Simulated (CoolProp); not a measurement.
Properties of R1123 along the isotherm 375.3 K.

Values from CoolProp's reference Helmholtz-energy equation of state, Akasaka 2020.

| p (MPa) | phase | density (kg/m³) | cp (kJ/(kg K)) | cv (kJ/(kg K)) |
|---|---|---|---|---|
| 1.03 | gas | 28.59 | 1.005 | 0.8721 |
| 2.07 | gas | 61.11 | 1.061 | 0.8842 |
| 3.1 | gas | 98.05 | 1.137 | 0.8981 |
| 4.14 | gas | 141.8 | 1.248 | 0.9146 |
| 5.17 | supercritical | 194.2 | 1.413 | 0.9340 |
| 6.2 | supercritical | 259.2 | 1.668 | 0.9563 |
| 7.24 | supercritical | 341.8 | 2.024 | 0.9784 |
| 8.27 | supercritical | 436.5 | 2.301 | 0.9906 |
| 9.3 | supercritical | 526.0 | 2.308 | 0.9876 |
| 10.3 | supercritical | 595.2 | 2.174 | 0.9779 |
| 11.4 | supercritical | 652.4 | 2.020 | 0.9674 |
